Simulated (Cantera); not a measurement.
What does this Cantera script print?

```python
import numpy as np
import cantera as ct

gas = ct.Solution("gri30.yaml")
gas.TPX = 1925, 101325, {'CH4': 1, 'H2O': 0.51}
inlet = ct.Reservoir(gas, clone=True)

reactor = ct.IdealGasConstPressureReactor(gas, energy="off", clone=False)
exhaust = ct.Reservoir(gas, clone=True)
tau = [1.9, 0.97, 0.51, 0.26, 0.14, 0.071, 0.037, 0.019, 0.01, 0.0052][0]
for a, b in ((inlet, reactor), (reactor, exhaust)):
    ct.MassFlowController(a, b, mdot=lambda t: reactor.mass / tau)
net = ct.ReactorNet([reactor])
show = ['CH4', 'H2O', 'O', 'CO2', 'O2']

rows = []
print(f"{'tau/s':>10s}{'T/K':>9s}" + "".join(f"{s:>11s}" for s in show))
for tau in [1.9, 0.97, 0.51, 0.26, 0.14, 0.071, 0.037, 0.019, 0.01, 0.0052]:
    net.initial_time = 0.0
    net.advance(30 * tau)
    before = gas.X
    net.advance(40 * tau)
    drift = np.max(np.abs(gas.X - before) / (gas.X + 1e-9))
    rows.append([gas.T, *gas[show].X, drift])
    print(f"{tau:10.3e}{gas.T:9.1f}" + "".join(f"{x:11.3e}" for x in gas[show].X))
```

It prints:

```
     tau/s      T/K        CH4        H2O          O        CO2         O2
 1.900e+00   1925.0  7.853e-03  6.408e-03  2.682e-10  3.300e-04  1.010e-12
 9.700e-01   1925.0  1.001e-02  1.176e-02  4.867e-10  5.925e-04  3.382e-12
 5.100e-01   1925.0  1.295e-02  2.019e-02  8.210e-10  9.812e-04  9.889e-12
 2.600e-01   1925.0  1.723e-02  3.369e-02  1.332e-09  1.538e-03  2.719e-11
 1.400e-01   1925.0  2.250e-02  5.099e-02  1.944e-09  2.127e-03  6.126e-11
 7.100e-02   1925.0  3.023e-02  7.525e-02  2.737e-09  2.714e-03  1.309e-10
 3.700e-02   1925.0  4.018e-02  1.026e-01  3.552e-09  3.026e-03  2.393e-10
 1.900e-02   1925.0  5.393e-02  1.325e-01  4.373e-09  2.935e-03  3.939e-10
 1.000e-02   1925.0  7.197e-02  1.605e-01  5.105e-09  2.454e-03  5.750e-10
 5.200e-03   1925.0  9.703e-02  1.861e-01  5.800e-09  1.739e-03  7.761e-10
```

Computed with Cantera and GRI-Mech 3.0 (53 species, 325 reactions). GRI-Mech 3.0 stops at C3 and has no aromatics, soot or wall deposition, so with more carbon than oxygen in the feed, carbon stays in small species such as C2H2 where larger ones or solid carbon would form.
